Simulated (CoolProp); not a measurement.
Properties of n-decane along the isobar 2460 kPa.

The numbers come from the reference Helmholtz-energy equation of state, Lemmon 2006 in CoolProp. It is a short technical equation, of lower accuracy than the large ones.

```json
[
 {"T (K)": "383.4", "phase": "liquid", "Z": "0.1658", "cv (kJ/(kg K))": "___", "speed of sound (m/s)": "941.9", "conductivity (mW/(m K))": "___"},
 {"T (K)": "391.5", "phase": "liquid", "Z": "___", "cv (kJ/(kg K))": "2.151", "speed of sound (m/s)": "___", "conductivity (mW/(m K))": "108"},
 {"T (K)": "399.7", "phase": "liquid", "Z": "0.1622", "cv (kJ/(kg K))": "2.185", "speed of sound (m/s)": "888.0", "conductivity (mW/(m K))": "106"},
 {"T (K)": "407.8", "phase": "liquid", "Z": "0.1606", "cv (kJ/(kg K))": "2.217", "speed of sound (m/s)": "861.6", "conductivity (mW/(m K))": "105"},
 {"T (K)": "416", "phase": "liquid", "Z": "___", "cv (kJ/(kg K))": "2.250", "speed of sound (m/s)": "835.0", "conductivity (mW/(m K))": "103"},
 {"T (K)": "424.1", "phase": "liquid", "Z": "0.1578", "cv (kJ/(kg K))": "2.282", "speed of sound (m/s)": "808.9", "conductivity (mW/(m K))": "101"},
 {"T (K)": "432.3", "phase": "liquid", "Z": "0.1565", "cv (kJ/(kg K))": "2.314", "speed of sound (m/s)": "782.7", "conductivity (mW/(m K))": "99.5"},
 {"T (K)": "440.4", "phase": "liquid", "Z": "0.1554", "cv (kJ/(kg K))": "___", "speed of sound (m/s)": "756.9", "conductivity (mW/(m K))": "98.0"},
 {"T (K)": "448.6", "phase": "liquid", "Z": "0.1543", "cv (kJ/(kg K))": "2.378", "speed of sound (m/s)": "730.9", "conductivity (mW/(m K))": "96.4"},
 {"T (K)": "456.7", "phase": "liquid", "Z": "0.1534", "cv (kJ/(kg K))": "2.409", "speed of sound (m/s)": "705.2", "conductivity (mW/(m K))": "94.9"}
]
```

Task: Complete the blanks.

Result: 
- 383.4, cv (kJ/(kg K)): 2.119
- 383.4, conductivity (mW/(m K)): 110
- 391.5, Z: 0.1639
- 391.5, speed of sound (m/s): 915.0
- 416, Z: 0.1591
- 440.4, cv (kJ/(kg K)): 2.346

Thermal conductivity comes from a separate model (Huber 2005).
